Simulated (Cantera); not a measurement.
A perfectly stirred reactor is fed with CH4 : CO : O2 : N2 = 1 : 1.1 : 1.7 : 20.4 (molar parts), at 39000 Pa; it is adiabatic with a 800 K inlet, and is followed from long to short residence time, starting on the burning branch (τ in s: 0.25, 0.12, 0.056, 0.026, 0.012, 0.0059, 0.0028, 0.0013, 0.00062, 0.00029, 0.00014, 6.5e-05, 3.1e-05).

Cantera simulation using GRI-Mech 3.0 (53 species, 325 reactions); the numbers are that mechanism's predictions, not measurements.

What does this change do: pressure from 39000 Pa to 101000 Pa?


| quantity | before | after |
|---|---|---|
| blow-out, bracketed by the residence times tried | burning at 12.0 ms, out at 5.90 ms | burning at 12.0 ms, out at 5.90 ms |
| x(CH4) at τ = 0.250 s | 0.000818 | 0.00172 |
| x(CO) at τ = 0.250 s | 0.0448 | 0.0425 |
| x(O2) at τ = 0.250 s | 0.000699 | 0.000934 |
| x(O) at τ = 0.250 s | 1.23e-6 | 3.95e-7 |
| x(CO2) at τ = 0.250 s | 0.0392 | 0.0401 |
| x(CH4) at τ = 2.80 ms | 0.0413 | 0.0413 |
| x(CO) at τ = 2.80 ms | 0.0455 | 0.0455 |
| x(O2) at τ = 2.80 ms | 0.0702 | 0.0702 |
| x(O) at τ = 2.80 ms | <1e-12 | <1e-12 |
| x(CO2) at τ = 2.80 ms | 1.44e-11 | 3.84e-11 |

What does this change do: N2 20.4 to 28 parts?


```
quantity                                                                      before                               after
------------------------------------------------  ----------------------------------  ----------------------------------
blow-out, bracketed by the residence times tried  burning at 12.0 ms, out at 5.90 ms  burning at 0.120 s, out at 56.0 ms
x(CH4) at τ = 0.250 s                                                       0.000818                             0.00132
x(CO) at τ = 0.250 s                                                          0.0448                              0.0352
x(O2) at τ = 0.250 s                                                        0.000699                             0.00195
x(O) at τ = 0.250 s                                                          1.23e-6                             1.45e-6
x(CO2) at τ = 0.250 s                                                         0.0392                              0.0280
x(CH4) at τ = 2.80 ms                                                         0.0413                              0.0314
x(CO) at τ = 2.80 ms                                                          0.0455                              0.0346
x(O2) at τ = 2.80 ms                                                          0.0702                              0.0535
x(O) at τ = 2.80 ms                                                           <1e-12                              <1e-12
x(CO2) at τ = 2.80 ms                                                       1.44e-11                            8.31e-12
```

What does this change do: pressure from 39000 Pa to 56000 Pa?


```
quantity                                                                      before                               after
------------------------------------------------  ----------------------------------  ----------------------------------
blow-out, bracketed by the residence times tried  burning at 12.0 ms, out at 5.90 ms  burning at 12.0 ms, out at 5.90 ms
x(CH4) at τ = 0.250 s                                                       0.000818                             0.00115
x(CO) at τ = 0.250 s                                                          0.0448                              0.0439
x(O2) at τ = 0.250 s                                                        0.000699                            0.000809
x(O) at τ = 0.250 s                                                          1.23e-6                             7.84e-7
x(CO2) at τ = 0.250 s                                                         0.0392                              0.0395
x(CH4) at τ = 2.80 ms                                                         0.0413                              0.0413
x(CO) at τ = 2.80 ms                                                          0.0455                              0.0455
x(O2) at τ = 2.80 ms                                                          0.0702                              0.0702
x(O) at τ = 2.80 ms                                                           <1e-12                              <1e-12
x(CO2) at τ = 2.80 ms                                                       1.44e-11                            2.08e-11
```
